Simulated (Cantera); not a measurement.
Input: 1 mol TEOS, 11 mol CO₂, 3.6 mol NO, at 0.820 bar.

These are equilibrium values from Cantera (NASA tables, ideal gas, pure condensed phases), not measurements of a reactor. Candidate condensed phases: C, C₆H₆, C₇H₈, C₈H₁₈, H₂O, Si, SiC, SiO₂, Si₂N₂O, Si₃N₄; 151 gas species. The feed counts by its element totals alone. The tables hold silica as quartz up to 1696 K and as liquid above; real silica turns to tridymite and cristobalite and melts near 1996 K. Gases not in the tables: Si(OH)₄. The numbers say what is thermodynamically allowed, not how fast it happens. All values below are at 1025 °C.

Base state: CO 0.460, H₂ 0.203, CO₂ 0.157, H₂O 0.122, N₂ 0.0584 (mole fractions); condensed: SiO₂(β-quartz).

**Question.** What changes in the equilibrium state with this change: CO₂ from 11 to 0.29 mol?

**Answer.** 
```
species               before     after
-------------------  -------  --------
H₂                     0.203     0.553
CO                     0.460     0.343
N₂                    0.0584     0.100
CO₂                    0.157  0.000510
H₂O                    0.122   0.00144
CH₄                  1.57e-6   0.00200
HCN                  1.29e-7   4.79e-5
NH₃                  2.26e-6   1.34e-5
SiO₂(β-quartz), mol     1.00      1.00
C(graphite), mol           0      2.11
```
